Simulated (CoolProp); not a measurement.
Vapour-liquid equilibrium of CHF3 (R23) (1) + R227EA (2) at 0.65 °C; x and y are mole fractions of (1).

Computed with CoolProp (multi-fluid Helmholtz-energy mixture model, Penoncello 2003 and Lemmon 2016; pair parameters Bell 2016).

Problem. Give the bubble pressure and the first vapour's composition at x = 0.05, 0.65, 0.8. Is there an azeotrope?

Solution. x = 0.05: 297.0 kPa, y = 0.335; x = 0.65: 1616 kPa, y = 0.923; x = 0.8: 1969 kPa, y = 0.955. No azeotrope shows between x = 0.05 and 0.95.

Pair parameters are fitted to limited data, so mixtures are less certain than the pure fluids.
